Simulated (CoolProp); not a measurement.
Vapour-liquid equilibrium of benzene (1) + p-xylene (2) at 383.3 K; x and y are mole fractions of (1).

Model: multi-fluid Helmholtz-energy mixture model, Thol 2012 and Zhou 2012; pair parameters Bell 2016, in CoolProp.

```csv
x,"bubble pressure, mixture model (MPa)","bubble pressure, Raoult's law (MPa)","y, mixture model","y, Raoult's law"
0.05,0.05338,0.05421,0.201,0.217
0.2,0.08059,0.08278,0.549,0.568
0.35,0.1089,0.1114,0.726,0.739
0.5,0.1377,0.1399,0.831,0.840
0.65,0.1667,0.1685,0.901,0.907
0.8,0.1958,0.1971,0.951,0.955
0.95,0.2253,0.2257,0.989,0.990
```

The largest gap from Raoult's law is -2.6 % in bubble pressure, at x = 0.2. No azeotrope shows between x = 0.05 and 0.95.

The pair parameters rest on a limited set of measurements; away from them the model extrapolates.
